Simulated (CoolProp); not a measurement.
Properties of R22 along the isotherm 119.95 °C (Tc = 96.1 °C, pc = 4.990 MPa, ω = 0.221).

Computed with CoolProp (reference Helmholtz-energy equation of state, Kamei 1995).

```tsv
p (MPa)	phase	Z	cv (kJ/(kg K))	speed of sound (m/s)	Joule-Thomson coefficient (K/MPa)	conductivity (mW/(m K))
3.56	gas	0.7681	0.7238	174.2	10.93	20.8
7.13	supercritical	0.3899	0.8497	144.8	7.889	41.7
10.7	supercritical	0.3553	0.7850	251.0	…	53.8
14.3	supercritical	0.4261	0.7716	321.5	…	60.2
17.8	supercritical	0.5003	0.7666	372.8	0.5687	64.6
21.4	supercritical	0.5769	0.7642	416.0	0.3375	68.3
25	supercritical	0.6528	0.7633	452.8	0.1887	71.4
28.5	supercritical	0.7257	0.7631	…	0.08688	74.1
32.1	supercritical	0.7997	0.7634	513.5	0.008892	76.5
35.6	supercritical	0.8707	0.7641	539.3	-0.04986	78.7
39.2	supercritical	0.9429	0.7650	563.7	-0.09814	80.8
42.8	supercritical	1.014	0.7660	586.4	-0.1375	82.7
46.3	supercritical	1.083	0.7672	607.1	-0.1695	84.5
49.9	supercritical	1.153	0.7685	627.1	-0.1973	86.2
```

Question: What belongs in the gaps?

Answer: 
- 10.7, Joule-Thomson coefficient (K/MPa): 1.940
- 14.3, Joule-Thomson coefficient (K/MPa): 0.9678
- 28.5, speed of sound (m/s): 484.4

Thermal conductivity comes from a separate model (McLinden 2000), an estimate that may be off by 10 % or more.
